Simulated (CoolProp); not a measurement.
The fluid at 293.15 K and 0.906 MPa expands adiabatically to 0.0866 MPa with isentropic efficiency 1. The same conditions are run with several fluids, on thermodynamics alone (safety and materials aside).

The numbers come from the reference Helmholtz-energy equation of state of each fluid (oxygen: Schmidt 1985; hydrogen sulfide: Lemmon 2006; R13: Platzer 1990; C2F6 (R116): Lemmon 2006) in CoolProp. The equations of Platzer and Polt are older, rougher fits.

Problem. Rank oxygen, hydrogen sulfide, R13, C2F6 (R116) by work (kJ/kg), highest first.

Solution. oxygen (129), hydrogen sulfide (125), R13 (43.9), C2F6 (R116) (35.3)

```
fluid             final temperature (K)                       final phase  final density (kg/m³)
----------------  ---------------------  --------------------------------  ---------------------
oxygen                            149.6                               gas                   2.24
hydrogen sulfide                  209.8  two-phase, vapour fraction 0.896                   1.93
R13                               207.1                               gas                   5.40
C2F6 (R116)                       236.0                               gas                   6.21
```
